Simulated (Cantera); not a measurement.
Thermodynamics of calcination and drying, feed MgCO₃ + CO₂

A closed system holds: 1 mol MgCO₃, 3.7 mol CO₂, held at 0.345 Torr.

These are equilibrium values from Cantera (NASA tables, ideal gas, pure condensed phases), not measurements of a reactor. Candidate condensed phases: C, Mg, MgCO₃, MgO; 15 gas species. Kinetics and transport are ignored.

From 1450 K to 1775 K the condensed part is MgO(s).

| T (K) | log p CO₂ | log p CO | log p O₂ | log p O | log p Mg | log p MgO | n MgO(s) |
|---|---|---|---|---|---|---|---|
| 1450 | -3.34 | -5.89 | -6.19 | -8.79 | -12.51 | -14.19 | 1.00 |
| 1475 | -3.34 | -5.78 | -6.08 | -8.58 | -12.12 | -13.79 | 1.00 |
| 1500 | -3.34 | -5.67 | -5.97 | -8.38 | -11.74 | -13.40 | 1.00 |
| 1525 | -3.34 | -5.56 | -5.86 | -8.18 | -11.37 | -13.02 | 1.00 |
| 1550 | -3.34 | -5.46 | -5.76 | -7.99 | -11.02 | -12.66 | 1.00 |
| 1575 | -3.34 | -5.36 | -5.66 | -7.80 | -10.67 | -12.31 | 1.00 |
| 1600 | -3.35 | -5.26 | -5.57 | -7.62 | -10.34 | -11.97 | 1.00 |
| 1625 | -3.35 | -5.17 | -5.47 | -7.45 | -10.02 | -11.64 | 1.000 |
| 1650 | -3.35 | -5.08 | -5.38 | -7.28 | -9.71 | -11.32 | 1.000 |
| 1675 | -3.35 | -4.99 | -5.30 | -7.12 | -9.40 | -11.01 | 1.000 |
| 1700 | -3.36 | -4.91 | -5.22 | -6.96 | -9.11 | -10.71 | 1.000 |
| 1725 | -3.36 | -4.83 | -5.14 | -6.80 | -8.83 | -10.41 | 1.000 |
| 1750 | -3.36 | -4.75 | -5.06 | -6.66 | -8.55 | -10.13 | 1.000 |
| 1775 | -3.37 | -4.68 | -4.98 | -6.51 | -8.28 | -9.85 | 1.000 |
log p: log10 of the partial pressure in bar; n: condensed amount in mol.
